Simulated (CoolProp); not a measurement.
Normal hydrogen at 298.15 K and 1.25 MPa flows at 0.1 m/s in a round tube of 1 mm bore and 15 µm roughness, fully developed (64/Re and Nu = 3.66 if laminar; Colebrook and Gnielinski if turbulent). Each further row changes one setting.

Computed with CoolProp (reference Helmholtz-energy equation of state, Leachman 2009).

```csv
case,Reynolds number,Darcy friction factor,pressure drop (Pa/m),heat-transfer coefficient (W/(m² K)),mass flow (kg/h)
as stated,11.3,___,___,685,___
velocity 0.2 m/s,22.7,2.82,___,685,___
diameter 2 mm,22.7,2.82,___,343,0.00114
```

### Question
Some entries are withheld; supply them.

### Answer

- as stated, Darcy friction factor: 5.65
- as stated, pressure drop (Pa/m): 28.5
- as stated, mass flow (kg/h): 0.000285
- velocity 0.2 m/s, pressure drop (Pa/m): 57.0
- velocity 0.2 m/s, mass flow (kg/h): 0.000571
- diameter 2 mm, pressure drop (Pa/m): 7.13

Viscosity comes from a separate model (Muzny 2013). Thermal conductivity comes from a separate model (Assael 2011).
